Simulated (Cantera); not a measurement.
## Equilibrium for abatement and gas-phase synthesis: H₂S + H₂

Input: 1 mol H₂S, 0.19 mol H₂, at 0.133 bar.

These are equilibrium values from Cantera (NASA tables, ideal gas, pure condensed phases), not measurements of a reactor. Candidate condensed phases: S; 14 gas species. Ions and electrons are included (thermal ionisation). Rates play no part.

From 2000 K to 5000 K nothing is condensed.

| T (K) | log p H | log p H₂ | log p S | log p S₂ | log p H₂S | log p SH |
|---|---|---|---|---|---|---|
| 2000 | -3.32 | -1.07 | -3.23 | -1.47 | -2.03 | -2.42 |
| 2250 | -2.66 | -1.07 | -2.61 | -1.49 | -2.31 | -2.21 |
| 2500 | -2.15 | -1.10 | -2.13 | -1.54 | -2.57 | -2.08 |
| 2750 | -1.75 | -1.17 | -1.78 | -1.68 | -2.88 | -2.05 |
| 3000 | -1.45 | -1.30 | -1.55 | -1.92 | -3.28 | -2.12 |
| 3250 | -1.25 | -1.51 | -1.44 | -2.28 | -3.79 | -2.31 |
| 3500 | -1.13 | -1.80 | -1.41 | -2.72 | -4.40 | -2.59 |
| 3750 | -1.07 | -2.15 | -1.40 | -3.14 | -5.05 | -2.90 |
| 4000 | -1.05 | -2.50 | -1.40 | -3.53 | -5.67 | -3.21 |
| 4250 | -1.04 | -2.83 | -1.40 | -3.86 | -6.24 | -3.49 |
| 4500 | -1.03 | -3.14 | -1.40 | -4.17 | -6.77 | -3.75 |
| 4750 | -1.03 | -3.42 | -1.40 | -4.44 | -7.24 | -3.98 |
| 5000 | -1.03 | -3.67 | -1.40 | -4.68 | -7.66 | -4.19 |
log p: log10 of the partial pressure in bar; nothing condenses.
